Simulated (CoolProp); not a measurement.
Nitrous oxide at several states: density (kg/m³) from the reference equation and from simpler models built on Tc = 309.5 K, pc = 7.245 MPa, ω = 0.161; each cubic takes its own stable root.

Computed with CoolProp (reference Helmholtz-energy equation of state, Lemmon 2006). It is a short technical equation, of lower accuracy than the large ones.

```tsv
T (K)	p (MPa)	phase	reference	van der Waals	Redlich-Kwong
250.9	7.27	liquid	1029	…	…
282.6	0.308	gas	5.886	5.863	5.881
338.4	0.284	gas	4.489	4.485	4.489
493.2	8.06	supercritical	92.79	…	94.14
300.2	0.653	gas	11.93	…	11.92
428.1	1.2	gas	15.13	15.17	15.16
```

**Question.** Some entries are withheld; supply them.

**Answer.** 
- 250.9, van der Waals: 662.3
- 250.9, Redlich-Kwong: 922.5
- 493.2, van der Waals: 95.89
- 300.2, van der Waals: 11.87
